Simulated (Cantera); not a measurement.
## Reactions in the system Cl-Fe-H-O

Standard-state values (1 bar) from the NASA 1993 polynomials, evaluated with Cantera. Values are per mole of reaction as written; species without (g) are pure solids or liquids, kept so even where they would boil at 1 bar.

2 O(g) + 2 HCl(g) + 2 FeCl2(g) → 2 FeCl3 + H2O2(g)

| T (K) | ΔH° (kJ) | ΔS° (J/K) | ΔG° (kJ) | log10 K |
|---|---|---|---|---|
| 798 | -845.0 | -563.5 | -395.3 | 25.87 |
| 848 | -840.0 | -557.4 | -367.3 | 22.62 |
| 898 | -835.0 | -551.7 | -339.5 | 19.75 |
| 948 | -829.9 | -546.3 | -312.1 | 17.20 |
| 998 | -824.9 | -541.1 | -284.9 | 14.91 |
| 1048 | -819.9 | -536.2 | -258.0 | 12.86 |
| 1098 | -814.9 | -531.5 | -231.3 | 11.00 |
